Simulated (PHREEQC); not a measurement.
Make-up at 6.8 °C: 0.65 mol/kgw CsOH, 3.6e-07 mol/kgw H4SiO4 and 0.002 mol/kgw (CH3)4NCl. Closed to the air; pH follows from the charge balance.

The numbers come from PHREEQC with the ion-association model, wateq4f.dat.

Each row changes one thing in this solution. This is a speciation only: nothing precipitates in the calculation.

```json
[
 {"case": "as made", "pH": "14.27", "H3SiO4- (mol/kgw)": "3.28e-8", "SI of Quartz (SiO2)": "-7.53"},
 {"case": "CsOH replaced by CsBr at the same molality", "pH": "7.29", "H3SiO4- (mol/kgw)": "9.12e-10", "SI of Quartz (SiO2)": "?"},
 {"case": "temperature from 6.8 to 10 °C", "pH": "14.15", "H3SiO4- (mol/kgw)": "3.38e-8", "SI of Quartz (SiO2)": "?"},
 {"case": "(CH3)4NCl from 0.002 to 0.004 mol/kgw", "pH": "14.27", "H3SiO4- (mol/kgw)": "3.28e-8", "SI of Quartz (SiO2)": "-7.53"},
 {"case": "temperature from 6.8 to 55 °C", "pH": "?", "H3SiO4- (mol/kgw)": "4.99e-8", "SI of Quartz (SiO2)": "?"}
]
```

Task: Fill in the missing entries.

Result: 
- CsOH replaced by CsBr at the same molality, SI of Quartz (SiO2): -2.09
- temperature from 6.8 to 10 °C, SI of Quartz (SiO2): -7.50
- temperature from 6.8 to 55 °C, pH: 12.75
- temperature from 6.8 to 55 °C, SI of Quartz (SiO2): -7.21

(CH3)4N+ isn't in the database: it is added as a free cation with an ion size of 4 Å. Away from 25 °C the constants follow the database's enthalpies or fits; those with neither stay at their 25 °C values.
